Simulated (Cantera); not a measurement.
## Ta + O2 + H2 (tantalum, niobium, vanadium and zirconium in process gases)

Input: 1 mol Ta, 0.4 mol O2, 190 mol H2.

Cantera equilibrium calculation (NASA polynomials, part measured and part estimated; ideal gas, pure solids and liquids). Candidate condensed phases: H2O, Ta, Ta2O5; 12 gas species. Mutual solubility and eutectic melting of coexisting phases are not modelled. Condensed phases not in the tables: N, O or C dissolved in the metal. Kinetics and transport are ignored.

Problem. Map the stable condensed phases over T = 1075, 1175, 1275, 1375, 1475, 1575, 1675, 1775, 1875, 1975, 2075, 2175, 2275 K and P in Pa = 0.10, 1, 10, 100, 1000, 10000, 100000, 1000000.

Solution. 
```
T in K \ P in Pa
            0.10       1      10     100    1000   10000  100000 1000000
   2275        A       A       A       A       A       A       A       A
   2175        A       A       A       A       A       B       B       B
   2075        A       A       A       A       B       B       B       B
   1975        A       A       A       B       B       B       B       B
   1875        A       A       B       B       B       B       B       B
   1775        A       B       B       B       B       B       B       B
   1675        B       B       B       B       B       B       B       B
   1575        B       B       B       B       B       B       B       B
   1475        B       B       B       B       B       B       B       B
   1375        B       B       B       B       B       B       B       B
   1275        B       B       B       B       B       B       B       B
   1175        B       B       B       B       B       B       B       B
   1075        B       B       B       B       B       B       B       B
```
A: Ta; B: Ta + Ta2O5.
